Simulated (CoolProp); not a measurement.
1-butene along the isotherm 525 K: density (kg/m³) from the reference equation and from simpler models built on Tc = 419.3 K, pc = 4.006 MPa, ω = 0.192; each cubic takes its own stable root.

The numbers come from the reference Helmholtz-energy equation of state, Lemmon 2005 in CoolProp. It is a short technical equation, of lower accuracy than the large ones.

```
p (MPa)          phase  reference  van der Waals  Redlich-Kwong
-------  -------------  ---------  -------------  -------------
0.127              gas      1.641          1.641          1.641
0.288              gas      3.746          3.748          3.749
0.656              gas      8.668          8.677          8.682
1.49               gas      20.43          20.50          20.51
3.4                gas      51.14              ?          51.66
7.73     supercritical          ?          162.8          150.2
17.6     supercritical      333.6              ?          322.8
40.1     supercritical      449.6          360.1          443.7
```

### Question
Complete the blanks.

### Answer

- 3.4, van der Waals: 52.00
- 7.73, reference: 146.3
- 17.6, van der Waals: 291.4
